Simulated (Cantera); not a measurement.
A closed system holds: 1 mol Al(CH₃)₃, 0.62 mol N₂O, 4.5 mol N₂, held at 1950 K and 133 Pa.

These are equilibrium values from Cantera (NASA tables, ideal gas, pure condensed phases), not measurements of a reactor. Candidate condensed phases: Al, AlN, Al₂O₃, C, C₆H₆, C₇H₈, C₈H₁₈, H₂O; 148 gas species. The feed counts by its element totals alone. Equilibrium is a limit: real reactors are often held back by kinetics, nucleation or transport.

Base state: N₂ 0.449, H₂ 0.384, Al 0.0874, CO 0.0546, H 0.0194, HCN 0.00500, AlH 0.000619, HNC 0.000259 (mole fractions); condensed: C(graphite).

Task: What changes in the equilibrium state with this change: N₂O from 0.62 to 4.7 mol?

Result: 
```json
[
 {"species": "N₂", "before": "0.449", "after": "0.547"},
 {"species": "H₂", "before": "0.384", "after": "0.249"},
 {"species": "CO", "before": "0.0546", "after": "0.177"},
 {"species": "H₂O", "before": "4.02e-9", "after": "0.0102"},
 {"species": "Al", "before": "0.0874", "after": "1.10e-6"},
 {"species": "H", "before": "0.0194", "after": "0.0157"},
 {"species": "CO₂", "before": "<1e-9", "after": "0.00164"},
 {"species": "HCN", "before": "0.00500", "after": "3.69e-9"},
 {"species": "HNC", "before": "0.000259", "after": "<1e-9"},
 {"species": "C₂H₂ (acetylene)", "before": "0.000210", "after": "<1e-9"},
 {"species": "AlH", "before": "0.000619", "after": "6.25e-9"},
 {"species": "C(graphite), mol", "before": "2.32", "after": "0"},
 {"species": "Al₂O₃(s), mol", "before": "0", "after": "0.500"}
]
```
